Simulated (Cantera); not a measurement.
Input: 1 mol trisilylamine, 0.61 mol N₂, 21 mol NH₃, held at 11000 Pa.

These are equilibrium values from Cantera (NASA tables, ideal gas, pure condensed phases), not measurements of a reactor. Candidate condensed phases: Si, Si₃N₄; 18 gas species. The feed counts by its element totals alone. The numbers say what is thermodynamically allowed, not how fast it happens. All values below are at 1098 K.

Base state: H₂ 0.789, N₂ 0.211, NH₃ 1.14e-5 (mole fractions); condensed: Si₃N₄(s).

### Question
What changes in the equilibrium state with this change: 0.028 mol Cl₂ added?

### Answer
```tsv
species	before	after
H₂	0.789	0.788
N₂	0.211	0.211
HCl	0	0.00123
NH₃	1.14e-5	1.13e-5
Si₃N₄(s), mol	1.00	1.00
```
Further candidate phases: NH₄Cl.
